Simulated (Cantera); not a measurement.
# Premixed flame

A freely propagating, adiabatic, planar premixed flame of C3H8 : O2 : N2 = 1 : 4.17 : 15.7 (molar parts), unburnt at 600 K and 1.00 bar; mixture-averaged transport, grid criteria slope 0.08 and curve 0.16, no radiation.

Detailed kinetics in Cantera: GRI-Mech 3.0 (53 species, 325 reactions). GRI-Mech 3.0 was tuned for natural gas; its chemistry of propane as a main component is partial and can be far from experiment. Burning velocities carry a grid error of a few per cent, more on coarse grids.

```tsv
z (mm)	T (K)	u (m/s)	x C3H8	x O2	x CH2CO	x CH2O	x CH2	x OH
-0.778	600	1.56	0.0479	0.200	<1e-8	1.85e-7	<1e-8	<1e-8
-0.519	601	1.57	0.0477	0.199	1.99e-7	3.78e-6	<1e-8	<1e-8
-0.389	607	1.59	0.0475	0.197	1.45e-6	2.23e-5	<1e-8	1.20e-8
-0.259	650	1.72	0.0467	0.192	1.96e-5	0.000197	<1e-8	7.12e-7
-0.130	999	2.74	0.0343	0.156	0.000450	0.00147	4.99e-7	3.52e-5
-0.0649	1410	4.01	0.0116	0.110	0.00144	0.00200	2.14e-5	0.000441
0	1801	5.26	0.000398	0.0608	0.00140	0.000865	0.000110	0.00241
0.0649	1995	5.85	7.07e-7	0.0309	0.000326	0.000172	7.08e-5	0.00572
0.130	2054	6.01	<1e-8	0.0178	3.15e-5	2.21e-5	1.09e-5	0.00804
0.259	2090	6.08	<1e-8	0.0105	1.43e-7	1.44e-7	6.72e-8	0.00920
0.519	2131	6.17	<1e-8	0.00794	<1e-8	<1e-8	<1e-8	0.00908
1.04	2183	6.30	<1e-8	0.00642	<1e-8	<1e-8	<1e-8	0.00853
2.08	2244	6.45	<1e-8	0.00472	<1e-8	<1e-8	<1e-8	0.00754
```
x: mole fraction of selected species; z is measured from the peak of heat release.

- laminar burning velocity = 156 cm/s
- thermal thickness = 0.259 mm
- peak x(CH2CO) = 0.00173
- peak x(CH2O) = 0.00202
- peak x(CH2) = 0.000117
- peak x(OH) = 0.00924
